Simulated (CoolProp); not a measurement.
Properties of C2F6 (R116) along the isotherm 178.1 K (Tc = 293.0 K, pc = 3.048 MPa, ω = 0.257).

The numbers come from the reference Helmholtz-energy equation of state, Lemmon 2006 in CoolProp. It is a short technical equation, of lower accuracy than the large ones.

```
p (MPa)   phase  density (kg/m³)  isothermal compressibility (1/MPa)  conductivity (mW/(m K))
-------  ------  ---------------  ----------------------------------  -----------------------
0.0145      gas            1.363                               69.56                     6.38
0.0218      gas            2.058                               46.48                     6.38
0.0329      gas            3.127                               31.01                     6.39
0.0496   liquid             1678                            0.002218                     83.1
0.0749   liquid             1678                            0.002216                     83.1
0.113    liquid             1678                            0.002214                     83.1
0.17     liquid             1678                            0.002212                     83.1
0.257    liquid             1678                            0.002207                     83.1
0.388    liquid             1679                            0.002201                     83.2
0.585    liquid             1680                            0.002191                     83.3
0.883    liquid             1681                            0.002176                     83.4
1.33     liquid             1682                            0.002155                     83.6
2.01     liquid             1685                            0.002123                     83.9
3.03     liquid             1688                            0.002077                     84.4
```

Thermal conductivity comes from a separate model (Huber 2003), an estimate that may be off by 10 % or more.
